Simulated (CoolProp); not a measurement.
Vapour-liquid equilibrium of toluene (1) + n-octane (2) at 246.15 °C; x and y are mole fractions of (1).

Values from CoolProp's multi-fluid Helmholtz-energy mixture model, Lemmon 2006 and Beckmüller 2019; pair parameters Bell 2016.

```csv
x,bubble pressure (MPa),y at the bubble point,dew pressure at overall composition x (MPa),liquid density (mol/L)
0.05,?,0.063,?,4.124
0.2,1.321,?,?,?
0.35,1.393,?,1.372,4.668
0.5,1.456,0.543,1.438,5.005
0.65,1.507,0.681,1.497,?
0.8,1.547,?,1.543,5.853
0.95,1.574,0.953,1.574,6.387
```

What belongs in the gaps?


- 0.05, bubble pressure (MPa): 1.240
- 0.05, dew pressure at overall composition x (MPa): 1.234
- 0.2, y at the bubble point: 0.239
- 0.2, dew pressure at overall composition x (MPa): 1.303
- 0.2, liquid density (mol/L): 4.378
- 0.35, y at the bubble point: 0.397
- 0.65, liquid density (mol/L): 5.396
- 0.8, y at the bubble point: 0.816

No azeotrope shows between x = 0.05 and 0.95.

The pair parameters rest on a limited set of measurements; away from them the model extrapolates.
